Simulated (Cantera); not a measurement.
**Stirred combustor or abatement burner**

A perfectly stirred reactor is fed with 16.7 % H2, 9.92 % O2, 73.4 % N2, equivalence ratio 0.84, at 5250 Torr; it is adiabatic with a 500 K inlet, and is followed from long to short residence time, starting on the burning branch (τ in s: 0.023, 0.013, 0.0073, 0.0042, 0.0024, 0.0013, 0.00076, 0.00043, 0.00025, 0.00014, 7.9e-05).

Detailed kinetics in Cantera: the H2/O2 subset of GRI-Mech 3.0, which has no nitrogen chemistry. The hydrogen kinetics of GRI-Mech 3.0 are dated; newer H2 mechanisms differ, most at raised pressure.

```tsv
τ (s)	T (K)	x H2	x O2	x H2O	x H2O2	x O
0.023	1768	0.000250	0.0172	0.181	2.20e-7	2.88e-5
0.013	1766	0.000358	0.0173	0.181	2.84e-7	4.03e-5
0.0073	1764	0.000518	0.0173	0.181	3.65e-7	5.71e-5
0.0042	1762	0.000736	0.0174	0.181	4.62e-7	8.03e-5
0.0024	1759	0.00105	0.0175	0.180	5.82e-7	0.000114
0.0013	1753	0.00154	0.0176	0.179	7.42e-7	0.000168
0.00076	1747	0.00214	0.0179	0.179	9.11e-7	0.000235
0.00043	1738	0.00301	0.0182	0.177	1.13e-6	0.000336
0.00025	1726	0.00414	0.0187	0.176	1.37e-6	0.000470
0.00014	1708	0.00576	0.0194	0.174	1.71e-6	0.000662
7.9e-5	1684	0.00792	0.0204	0.171	2.15e-6	0.000912
```
x: mole fraction; the columns are a selection and need not sum to one.
